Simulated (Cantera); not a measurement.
A perfectly stirred reactor is fed with CH4 : N2 : H2O = 1 : 2.2 : 0.27 (molar parts), at 750 Torr; it is held at 1975 K, and followed from long to short residence time.

Computed with Cantera and GRI-Mech 3.0 (53 species, 325 reactions). GRI-Mech 3.0 stops at C3 and has no aromatics, soot or wall deposition, so with more carbon than oxygen in the feed, carbon stays in small species such as C2H2 where larger ones or solid carbon would form.

Question: Predict: x(CH4) at τ = 1.20 s; x(C2H6) at τ = 1.20 s; x(H) at τ = 1.20 s; x(C2H2) at τ = 1.20 s; x(C2H) at τ = 1.20 s; x(CH4) at τ = 14.0 ms; x(C2H6) at τ = 14.0 ms; x(H) at τ = 14.0 ms; x(C2H2) at τ = 14.0 ms; x(C2H) at τ = 14.0 ms.

Answer: 
- x(CH4) at τ = 1.20 s = 0.00333
- x(C2H6) at τ = 1.20 s = 2.76e-7
- x(H) at τ = 1.20 s = 0.000862
- x(C2H2) at τ = 1.20 s = 0.0761
- x(C2H) at τ = 1.20 s = 2.84e-6
- x(CH4) at τ = 14.0 ms = 0.0255
- x(C2H6) at τ = 14.0 ms = 1.58e-5
- x(H) at τ = 14.0 ms = 0.000726
- x(C2H2) at τ = 14.0 ms = 0.0877
- x(C2H) at τ = 14.0 ms = 3.31e-6
